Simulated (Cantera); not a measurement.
Feed: 1 mol SiC, 0.14 mol Si, 0.6 mol H2, at 7.90 bar.

Cantera equilibrium calculation (NASA polynomials, part measured and part estimated; ideal gas, pure solids and liquids). Candidate condensed phases: C, C6H6, C7H8, C8H18, Si, SiC; 87 gas species. Mutual solubility and eutectic melting of coexisting phases are not modelled. Gases not in the tables: Si2H6 and higher silanes. The numbers say what is thermodynamically allowed, not how fast it happens. All values below are at 2025 °C.

Base state: H2 0.996, H 0.00340, SiH2 0.000460, CH4 0.000240, SiH 0.000120, Si 0.000116, C2H2 (acetylene) 8.69e-5, CH3 1.54e-5 (mole fractions); condensed: Si(l) + SiC(s).

### Question
What changes in the equilibrium state with this change: pressure from 7.90 bar to 0.740 bar?

### Answer
```
species        before    after
-----------  --------  -------
H2              0.996    0.987
H             0.00340   0.0111
Si           0.000116  0.00124
CH4          0.000240  2.21e-5
Si2           2.23e-6  2.38e-5
Si(l), mol      0.140    0.139
SiC(s), mol     1.000    1.000
```
